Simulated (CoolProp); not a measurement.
The numbers come from the reference Helmholtz-energy equation of state, Lemmon 2006 in CoolProp. It is a short technical equation, of lower accuracy than the large ones.

**Question.** Give the vapour pressure (MPa), vapour density (kg/m³), enthalpy of vaporisation (kJ/kg), vapour viscosity (µPa s) of saturated toluene at 82.85, 177.95, 273.05 °C.

**Answer.** 
```csv
T (°C),p (MPa),vapour density (kg/m³),enthalpy of vaporisation (kJ/kg),vapour viscosity (µPa s)
82.85,0.0428,1.36,378,8.21
177.95,0.497,13.9,311,10.3
273.05,2.31,74.7,197,13.4
```

Viscosity comes from a separate model (Avgeri 2015).
